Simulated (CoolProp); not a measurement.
The numbers come from the reference Helmholtz-energy equation of state, Wagner 2002 in CoolProp.

Q: For water, give the phase and the Joule-Thomson coefficient (K/MPa), viscosity (µPa s) at 1000 K and 0.196 MPa; 1000 K and 0.62 MPa; 1000 K and 3.49 MPa.

A: 
- 1000 K and 0.196 MPa: gas; Joule-Thomson coefficient 2.39, viscosity 37.6
- 1000 K and 0.62 MPa: gas; Joule-Thomson coefficient 2.39, viscosity 37.6
- 1000 K and 3.49 MPa: gas; Joule-Thomson coefficient 2.37, viscosity 37.8

Viscosity comes from a separate model (Huber 2009).
